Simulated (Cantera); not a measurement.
Input (Python, Cantera):

```python
import numpy as np
import cantera as ct

gas = ct.Solution("gri30.yaml")
gas.TPX = 1275, 43000, {'C3H8': 1, 'H2': 8.1, 'N2': 0.19}
reactor = ct.IdealGasConstPressureReactor(gas, energy="off", clone=False)
net = ct.ReactorNet([reactor])
net.rtol, net.atol = 1e-08, 1e-18
show = ['C3H8', 'H2', 'C2H', 'CH4', 'H']
times = np.geomspace(4e-06, 5, 11)

steps = ct.SolutionArray(gas, extra=["t"])
rows = []
print(f"{'t/s':>10s}{'T/K':>9s}{'P/Pa':>11s}" + "".join(f"{s:>11s}" for s in show))
for t in times:
    while net.time < t:
        t_next = net.step()
        steps.append(gas.state, t=t_next)
    rows.append([np.interp(t, steps.t, y) for y in (steps.T, steps.P, *steps(*show).X.T)])
    print(f"{t:10.3e}{rows[-1][0]:9.1f}{rows[-1][1]:11.4g}" + "".join(f"{x:11.3e}" for x in rows[-1][2:]))
rate = np.gradient(steps.T, steps.t)
print("integrator steps:", len(steps.t))
if steps.T.max() > steps.T[0] + 200:
    print(f"time of steepest temperature rise: {steps.t[rate.argmax()]:.4e} s")
gas.TPX = 1275, 43000, {'C3H8': 1, 'H2': 8.1, 'N2': 0.19}
gas.equilibrate("TP")
print(f"equilibrium (TP): T = {gas.T:.1f} K  " + "  ".join(f"{s} {gas[s].X[0]:.3e}" for s in show))
```

Output:

```
       t/s      T/K       P/Pa       C3H8         H2        C2H        CH4          H
 4.000e-06   1275.0    4.3e+04  1.076e-01  8.719e-01  1.908e-21  5.388e-06  1.406e-06
 1.628e-05   1275.0    4.3e+04  1.074e-01  8.717e-01  3.543e-18  1.152e-04  5.923e-06
 6.629e-05   1275.0    4.3e+04  1.049e-01  8.698e-01  2.944e-15  2.050e-03  1.965e-05
 2.699e-04   1275.0    4.3e+04  8.818e-02  8.570e-01  2.789e-13  1.623e-02  2.797e-05
 1.099e-03   1275.0    4.3e+04  4.078e-02  8.206e-01  6.125e-12  5.736e-02  3.090e-05
 4.472e-03   1275.0    4.3e+04  2.960e-03  7.905e-01  2.814e-11  9.294e-02  1.879e-05
 1.821e-02   1275.0    4.3e+04  4.849e-05  7.881e-01  2.503e-11  9.721e-02  7.039e-06
 7.411e-02   1275.0    4.3e+04  4.966e-06  7.880e-01  4.761e-11  9.992e-02  6.107e-06
 3.017e-01   1275.0    4.3e+04  3.293e-06  7.859e-01  7.580e-11  1.077e-01  5.181e-06
 1.228e+00   1275.0    4.3e+04  2.461e-06  7.747e-01  6.678e-11  1.279e-01  4.137e-06
 5.000e+00   1275.0    4.3e+04  1.773e-06  7.482e-01  3.774e-11  1.717e-01  2.868e-06
integrator steps: 1090
equilibrium (TP): T = 1275.0 K  C3H8 2.054e-07  H2 6.808e-01  C2H 3.136e-12  CH4 2.833e-01  H 9.337e-07
```

Model: GRI-Mech 3.0 (53 species, 325 reactions), integrated in Cantera. GRI-Mech 3.0 was tuned for natural gas; its chemistry of propane as a main component is partial and can be far from experiment. GRI-Mech 3.0 stops at C3 and has no aromatics, soot or wall deposition, so with more carbon than oxygen in the feed, carbon stays in small species such as C2H2 where larger ones or solid carbon would form.
